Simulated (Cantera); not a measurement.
Feed: 1 mol Si₂Cl₆, a varied amount of NH₃, 0.47 mol H₂, equilibrated at 100 Torr.

Equilibrium computed with Cantera from the NASA thermochemical tables; the gas is ideal and each condensed phase is pure. Candidate condensed phases: NH₄Cl, Si, Si₃N₄; 28 gas species. The feed counts by its element totals alone. Mutual solubility and eutectic melting of coexisting phases are not modelled. The tables' values for SiCl₃ are old estimates. Rates play no part.

Stable condensed phases, one row left out:

```
T in K \ n(NH₃) in mol
         6.1   7 8.1 9.3  11  12  14  16  19  21  25
   1975    A   A   A   A   A   A   A   A   A   A   A
   1775    B   B   B   B   B   B   B   B   B   B   B
   1675    B   B   B   B   B   B   B   B   B   B   B
   1575    B   B   B   B   B   B   B   B   B   B   B
   1475    B   B   B   B   B   B   B   B   B   B   B
   1375    B   B   B   B   B   B   B   B   B   B   B
   1275    B   B   B   B   B   B   B   B   B   B   B
   1175    B   B   B   B   B   B   B   B   B   B   B
   1075    B   B   B   B   B   B   B   B   B   B   B
    975    B   B   B   B   B   B   B   B   B   B   B
    875    B   B   B   B   B   B   B   B   B   B   B
    775    B   B   B   B   B   B   B   B   B   B   B
```

A: Si; B: Si₃N₄.

Give the row for 1875 K.

6.1: Si; 7: Si; 8.1: Si; 9.3: Si; 11: Si + Si₃N₄; 12: Si + Si₃N₄; 14: Si + Si₃N₄; 16: Si₃N₄; 19: Si₃N₄; 21: Si₃N₄; 25: Si₃N₄.
